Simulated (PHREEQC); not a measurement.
Consider water at 25 °C with 0.0029 mol/kgw ZnSO4, 0.039 mol/kgw Na2SO4 and 0.009 mol/kgw MnSO4. Closed to the air; pH follows from the charge balance.

Equilibrium calculation in PHREEQC: ion-association model, wateq4f.dat.

Question: The ionic strength comes out as 0.131 mol/kgw. What activity coefficients do NaSO4-, Mn+2, SO4-2, ZnOH+, Na+ get?

Answer: NaSO4- 0.77, Mn+2 0.37, SO4-2 0.34, ZnOH+ 0.77, Na+ 0.77.

This is a speciation only: nothing precipitates in the calculation.
